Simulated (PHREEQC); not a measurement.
Make-up at 70 °C: 0.043 mol NH4HF2, 0.066 mol (NH4)2SiF6, 0.00011 mol H3BO3 and 0.091 mol HCl per kg of water. Closed to the air; pH follows from the charge balance.

Equilibrium calculation in PHREEQC: ion-association model, wateq4f.dat.

No solid was allowed to form.

Question: Predict the pH, ionic strength, activity of water.

Answer: pH 1.42; ionic strength 0.290 mol/kgw; activity of water 0.992.

Question: In which forms is F present?

Answer: SiF6-2 82 %, HF 16 %, H2F2 1.2 % of the F.

At this temperature some constants are extrapolated from 25 °C, and those without enthalpy data are left unchanged. SiF6-2 is the database's only silicon fluoride. Real BF4- forms and hydrolyses slowly; the run takes it at equilibrium.
